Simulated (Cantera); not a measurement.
Input: 1 mol SiC, 0.22 mol O₂, 270 mol H₂, equilibrated at 10.5 Torr.

These are equilibrium values from Cantera (NASA tables, ideal gas, pure condensed phases), not measurements of a reactor. Candidate condensed phases: C, C₆H₆, C₇H₈, C₈H₁₈, H₂O, Si, SiC, SiO₂; 123 gas species. Mutual solubility and eutectic melting of coexisting phases are not modelled. The tables hold silica as quartz up to 1696 K and as liquid above; real silica turns to tridymite and cristobalite and melts near 1996 K. Gases not in the tables: Si₂H₆ and higher silanes. Kinetics and transport are ignored.

Question: What share of the Si ends up in condensed phases as a function of T (K), at 975, 1075, 1175, 1275, 1375, 1475, 1575, 1675, 1775, 1875, 1975, 2075, 2175?

Answer: 
| T (K) | Si condensed (%) | as |
|---|---|---|
| 975 | 100.0 | SiC(s) + SiO₂(β-quartz) |
| 1075 | 100.0 | SiC(s) + SiO₂(β-quartz) |
| 1175 | 100.0 | SiC(s) + SiO₂(β-quartz) |
| 1275 | 98.6 | SiC(s) + SiO₂(β-quartz) |
| 1375 | 78.0 | SiC(s) |
| 1475 | 78.0 | SiC(s) |
| 1575 | 78.0 | SiC(s) |
| 1675 | 77.8 | SiC(s) |
| 1775 | 77.2 | SiC(s) |
| 1875 | 74.2 | SiC(s) |
| 1975 | 65.7 | SiC(s) |
| 2075 | 49.1 | SiC(s) |
| 2175 | 0.0 | - |
